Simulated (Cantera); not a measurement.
# Ignition delay

Mixture: 3.04 % C3H8, 20.0 % O2, 75.1 % N2, 1.82 % H2O, equivalence ratio 0.76, at 0.390 bar, adiabatic and at constant volume. Ignition delay is the time to a rise of 400 K.

Detailed kinetics in Cantera: GRI-Mech 3.0 (53 species, 325 reactions). GRI-Mech 3.0 was tuned for natural gas; its chemistry of propane as a main component is partial and can be far from experiment.

```json
[
 {"T0 (K)": "1075", "delay (ms)": "158"},
 {"T0 (K)": "1125", "delay (ms)": "46.8"},
 {"T0 (K)": "1175", "delay (ms)": "15.1"},
 {"T0 (K)": "1225", "delay (ms)": "5.40"},
 {"T0 (K)": "1275", "delay (ms)": "2.16"},
 {"T0 (K)": "1325", "delay (ms)": "0.970"},
 {"T0 (K)": "1375", "delay (ms)": "0.485"},
 {"T0 (K)": "1425", "delay (ms)": "0.267"},
 {"T0 (K)": "1475", "delay (ms)": "0.161"},
 {"T0 (K)": "1525", "delay (ms)": "0.105"}
]
```

```
Item                                                    Result
--------------------------------------------------  ----------
apparent activation energy between 1425 and 1525 K  170 kJ/mol
```
